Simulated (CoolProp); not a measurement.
Saturation properties of R1123.

Computed with CoolProp (reference Helmholtz-energy equation of state, Akasaka 2020).

```csv
T (°C),p (MPa),liquid density (kg/m³),vapour density (kg/m³),enthalpy of vaporisation (kJ/kg),liquid cp (kJ/(kg K))
-28.15,0.4299,1234,19.23,199.6,1.360
-22.45,0.5280,1214,23.48,194.5,1.380
-16.65,0.6443,1192,28.55,189.1,1.402
-10.85,0.7787,1169,34.47,183.4,1.428
-5.05,0.9330,1145,41.39,177.4,1.458
0.75,1.109,1120,49.46,171.0,1.493
6.45,1.305,1094,58.70,164.3,1.534
12.25,1.529,1066,69.69,157.0,1.585
18.05,1.781,1036,82.63,149.0,1.648
```

It boils at -61.2 °C under 1 atm.
